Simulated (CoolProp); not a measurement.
Properties of CH3F (R41) along the isobar 0.101 MPa (Tc = 44.1 °C, pc = 5.906 MPa, ω = 0.200).

Computed with CoolProp (reference Helmholtz-energy equation of state, Lemmon 2006). It is a short technical equation, of lower accuracy than the large ones.

```csv
T (°C),phase,Z,cp (kJ/(kg K)),isothermal compressibility (1/MPa),expansivity (1/kK),fugacity coefficient
-56.75,gas,0.9732,1.112,10.18,5.146,0.9739
-35.95,gas,0.9814,1.082,10.09,4.519,0.9817
-15.05,gas,0.9863,1.081,10.04,4.066,0.9865
5.85,gas,0.9896,1.096,10.01,3.714,0.9897
26.65,gas,0.9918,1.120,9.983,3.428,0.9919
47.55,gas,0.9935,1.151,9.966,3.186,0.9935
68.45,gas,0.9947,1.188,9.954,2.979,0.9947
89.25,gas,0.9957,1.227,9.944,2.800,0.9957
110.15,gas,0.9964,1.268,9.937,2.641,0.9964
130.95,gas,0.9970,1.311,9.931,2.500,0.9970
151.85,gas,0.9975,1.355,9.926,2.374,0.9975
```
